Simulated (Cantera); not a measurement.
Low-pressure radical oxidation in H2/O2

A perfectly stirred reactor is fed with 1.57 % H2, 98.4 % O2, equivalence ratio 0.0080, at 0.0375 atm; it is held at 1000 K, and followed from long to short residence time.

Model: the H2/O2 subset of GRI-Mech 3.0, which has no nitrogen chemistry, integrated in Cantera. Radical loss at walls, strong at low pressure, is not modelled.

```json
[
 {"τ (s)": "3.3", "x H2": "9.35e-5", "x O2": "0.984", "x H2O2": "6.29e-8", "x H2O": "0.0157", "x HO2": "1.24e-6", "x H": "2.37e-6", "x O": "0.000134"},
 {"τ (s)": "1.2", "x H2": "0.000164", "x O2": "0.984", "x H2O2": "8.31e-8", "x H2O": "0.0157", "x HO2": "1.89e-6", "x H": "6.44e-6", "x O": "0.000246"},
 {"τ (s)": "0.42", "x H2": "0.000291", "x O2": "0.984", "x H2O2": "1.13e-7", "x H2O": "0.0155", "x HO2": "2.89e-6", "x H": "1.80e-5", "x O": "0.000448"},
 {"τ (s)": "0.15", "x H2": "0.000505", "x O2": "0.983", "x H2O2": "1.55e-7", "x H2O": "0.0152", "x HO2": "4.28e-6", "x H": "4.84e-5", "x O": "0.000781"},
 {"τ (s)": "0.053", "x H2": "0.000881", "x O2": "0.983", "x H2O2": "2.15e-7", "x H2O": "0.0147", "x HO2": "6.11e-6", "x H": "0.000127", "x O": "0.00131"},
 {"τ (s)": "0.019", "x H2": "0.00154", "x O2": "0.982", "x H2O2": "2.94e-7", "x H2O": "0.0139", "x HO2": "8.22e-6", "x H": "0.000309", "x O": "0.00208"},
 {"τ (s)": "0.0067", "x H2": "0.00274", "x O2": "0.980", "x H2O2": "3.90e-7", "x H2O": "0.0123", "x HO2": "1.03e-5", "x H": "0.000672", "x O": "0.00301"},
 {"τ (s)": "0.0024", "x H2": "0.00491", "x O2": "0.979", "x H2O2": "4.75e-7", "x H2O": "0.00977", "x HO2": "1.17e-5", "x H": "0.00112", "x O": "0.00363"}
]
```
x: mole fraction; the columns are a selection and need not sum to one.
